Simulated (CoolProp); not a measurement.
Values from CoolProp's reference Helmholtz-energy equation of state, Lemmon 2005. It is a short technical equation, of lower accuracy than the large ones.

**Question.** Give the vapour pressure (kPa), liquid density (kg/m³), vapour density (kg/m³) of saturated isobutene at 283.3, 304.3, 332.4 K.

**Answer.** 
```tsv
T (K)	p (kPa)	liquid density (kg/m³)	vapour density (kg/m³)
283.3	189	607	4.82
304.3	366	581	9.02
332.4	767	542	18.7
```
